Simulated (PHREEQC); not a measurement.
NaF is added in steps, without added water, to 1 kg of water holding 0.02 mol CsOH, 0.0081 mol CO2 and 0.25 mol (CH3)4NCl, at 20 °C. Oxygen alone is held at its pressure in air (log pO2 = -0.68). The system is closed to CO2. The run lets Halite, Nahcolite, Natron precipitate or redissolve, and no other solid.

Base run: PHREEQC, ion-association model, wateq4f.dat. Each further column changes one thing. The table gives pH.

| NaF added (mol) | base | Debye-Hückel limiting law | Davies equation for every ion | all activity coefficients set to 1 |
|---|---|---|---|---|
| 0 | 11.61 | 11.50 | 11.64 | 11.79 |
| 0.015 | 11.60 | 11.49 | 11.64 | 11.78 |
| 0.03 | 11.60 | 11.48 | 11.64 | 11.78 |
| 0.045 | 11.60 | 11.48 | 11.63 | 11.78 |
| 0.06 | 11.59 | 11.47 | 11.63 | 11.77 |
| 0.075 | 11.59 | 11.46 | 11.63 | 11.77 |
| 0.09 | 11.59 | 11.46 | 11.63 | 11.77 |
| 0.105 | 11.59 | 11.45 | 11.63 | 11.77 |
| 0.12 | 11.58 | 11.44 | 11.63 | 11.77 |

(CH3)4N+ isn't in the database: it is added as a free cation with an ion size of 4 Å.
